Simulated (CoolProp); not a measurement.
Vapour-liquid equilibrium of CH2F2 (R32) (1) + R123 (2) at 48.6 kPa; x and y are mole fractions of (1).

Values from CoolProp's multi-fluid Helmholtz-energy mixture model, Tillner-Roth 1997 and Younglove 1994; pair parameters Bell 2016.

Give the bubble temperature and the first vapour's composition at x = 0.15, 0.55, 0.95. Is there an azeotrope?

x = 0.15: 234.2 K, y = 0.930; x = 0.55: 214.5 K, y = 0.989; x = 0.95: 208.9 K, y = 0.998. No azeotrope shows between x = 0.05 and 0.95.

Pair parameters are fitted to limited data, so mixtures are less certain than the pure fluids.
